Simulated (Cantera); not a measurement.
Input: 1 mol HF, 0.018 mol O2, 0.42 mol N2, held at 16.5 Torr.

These are equilibrium values from Cantera (NASA tables, ideal gas, pure condensed phases), not measurements of a reactor. Candidate condensed phases: H2O; 65 gas species. Ions and electrons are included (thermal ionisation). Equilibrium is a limit: real reactors are often held back by kinetics, nucleation or transport.

### Question
At 2500 K, list the 6 most abundant gas species with their mole fractions, and the condensed phases.

### Answer
HF 0.679, N2 0.288, F 0.00961, O 0.00756, O2 0.00599, H 0.00424. Condensed: gas only.
